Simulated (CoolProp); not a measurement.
Nitrous oxide at several states: fugacity coefficient from the reference equation and from simpler models built on Tc = 309.5 K, pc = 7.245 MPa, ω = 0.161; each cubic takes its own stable root.

The numbers come from the reference Helmholtz-energy equation of state, Lemmon 2006 in CoolProp. It is a short technical equation, of lower accuracy than the large ones.

```json
[
 {"T (K)": "314.9", "p (MPa)": "0.0131", "phase": "gas", "reference": "0.9994"},
 {"T (K)": "192.5", "p (MPa)": "0.0202", "phase": "gas", "reference": "0.9958"},
 {"T (K)": "331.2", "p (MPa)": "26.8", "phase": "supercritical", "reference": "0.3532"},
 {"T (K)": "383.2", "p (MPa)": "0.43", "phase": "gas", "reference": "0.9899"},
 {"T (K)": "342.4", "p (MPa)": "1.62", "phase": "gas", "reference": "0.9449"},
 {"T (K)": "359.7", "p (MPa)": "0.907", "phase": "gas", "reference": "0.9736"}
]
```

How far does each simpler model (van der Waals, Redlich-Kwong, Soave-Redlich-Kwong) lie from the reference over these 6 states: mean and median of the absolute difference, and the worst?


- van der Waals: mean 2.1 %, median 0.1 %, worst +11.7 % at 331.2 K and 26.8 MPa
- Redlich-Kwong: mean 0.7 %, median 0.1 %, worst +3.7 % at 331.2 K and 26.8 MPa
- Soave-Redlich-Kwong: mean 1.2 %, median 0.1 %, worst +7.0 % at 331.2 K and 26.8 MPa
